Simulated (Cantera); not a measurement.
Charge: 1 mol MgO, 3.4 mol CH4, 0.01 mol CO, held at 1650 K and 0.0790 bar.

Cantera equilibrium calculation (NASA polynomials, part measured and part estimated; ideal gas, pure solids and liquids). Candidate condensed phases: C, C6H6, C7H8, C8H18, H2O, Mg, MgCO3, MgO, Mg(OH)2; 116 gas species. The tables' values for MgH are old estimates; treat these amounts as uncertain. The numbers say what is thermodynamically allowed, not how fast it happens.

Base state: H2 0.816, CO 0.0926, Mg 0.0912, H 0.000292, MgH 0.000277, CH4 6.98e-5, C2H2 (acetylene) 3.72e-5 (mole fractions); condensed: C(graphite) + MgO(s).

Q: What changes in the equilibrium state with this change: pressure from 0.0790 bar to 1.00 bar?

A: 
| species | before | after |
|---|---|---|
| H2 | 0.816 | 0.984 |
| CO | 0.0926 | 0.00806 |
| Mg | 0.0912 | 0.00654 |
| CH4 | 6.98e-5 | 0.00129 |
| MgH | 0.000277 | 7.77e-5 |
| H | 0.000292 | 9.01e-5 |
| C2H2 (acetylene) | 3.72e-5 | 4.49e-5 |
| C(graphite), mol | 2.64 | 3.34 |
| MgO(s), mol | 0.238 | 0.954 |
